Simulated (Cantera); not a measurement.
A closed system holds: 1 mol Si2H6, 0.1 mol O3, 11 mol N2, equilibrated at 23.0 Pa.

Cantera equilibrium calculation (NASA polynomials, part measured and part estimated; ideal gas, pure solids and liquids). Candidate condensed phases: H2O, Si, SiO2, Si2N2O, Si3N4; 35 gas species. The feed counts by its element totals alone. The tables' values for SiN are old estimates; treat these amounts as uncertain. Rates play no part. All values below are at 2123 K.

Base state: N2 0.658, H2 0.136, Si 0.101, H 0.0871, SiO 0.0179, SiH 0.000291, SiN 0.000245, Si2 0.000188 (mole fractions); condensed: gas only.

Question: What changes in the equilibrium state with this change: Si2H6 replaced by SiCl4?

Answer: 
| species | before | after |
|---|---|---|
| N2 | 0.658 | 0.737 |
| Cl | 0 | 0.196 |
| SiCl2 | 0 | 0.0344 |
| H2 | 0.136 | 0 |
| Si | 0.101 | 0.00956 |
| H | 0.0871 | 0 |
| SiO | 0.0179 | 0.0201 |
| SiCl | 0 | 0.00278 |
| SiH | 0.000291 | 0 |
| SiCl3 | 0 | 9.02e-5 |
The tables' values for SiCl, SiCl3, SiN are old estimates; treat these amounts as uncertain.
